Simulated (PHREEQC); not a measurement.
0.41 g of hydrous ferric oxide (600 m²/g; 0.2 weak and 0.005 strong sites per Fe, Dzombak-Morel constants, diffuse double layer) in 1 kg of water with 0.05 mol/kgw of an inert sodium salt, at 25 °C; the pH is set by adding NaOH or the inert anion's acid. Oxygen alone is held at its pressure in air (log pO2 = -0.68). CO2 from the air is kept out. No solid was allowed to form.

Model: ion-association model, wateq4f.dat, run in PHREEQC.

**Question.** Predict surface charge σ (C/m²), surface potential ψ (mV) at pH = 3.5, 6.5, 7, 8, 9.

**Answer.** 
```tsv
pH	surface charge σ (C/m²)	surface potential ψ (mV)
3.5	0.335	166
6.5	0.058	78
7	0.034	56
8	0.003	6
9	-0.026	-45
```

The oxide is taken as insoluble; below pH 4 it would dissolve.
